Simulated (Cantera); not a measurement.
Input: 1 mol Si, 1.5 mol H₂, 0.56 mol HCl, equilibrated at 0.133 bar.

These are equilibrium values from Cantera (NASA tables, ideal gas, pure condensed phases), not measurements of a reactor. Candidate condensed phases: Si; 19 gas species. Gases not in the tables: Si₂H₆ and higher silanes. Kinetics and transport are ignored.

Q: Which condensed phases are stable at each of these points (T (K)): 823, 923, 1023, 1123, 1223, 1323, 1423, 1523, 1623, 1723?

A: 
```json
[
 {"T (K)": "823", "condensed phases": "Si(s)", "Si condensed (%)": "84.9"},
 {"T (K)": "923", "condensed phases": "Si(s)", "Si condensed (%)": "85.2"},
 {"T (K)": "1023", "condensed phases": "Si(s)", "Si condensed (%)": "85.7"},
 {"T (K)": "1123", "condensed phases": "Si(s)", "Si condensed (%)": "86.4"},
 {"T (K)": "1223", "condensed phases": "Si(s)", "Si condensed (%)": "87.0"},
 {"T (K)": "1323", "condensed phases": "Si(s)", "Si condensed (%)": "86.9"},
 {"T (K)": "1423", "condensed phases": "Si(s)", "Si condensed (%)": "86.2"},
 {"T (K)": "1523", "condensed phases": "Si(s)", "Si condensed (%)": "85.7"},
 {"T (K)": "1623", "condensed phases": "Si(s)", "Si condensed (%)": "85.3"},
 {"T (K)": "1723", "condensed phases": "Si(l)", "Si condensed (%)": "85.3"}
]
```

From 823 K to 1623 K the condensed part is Si(s). At 1723 K the condensed part is Si(l).
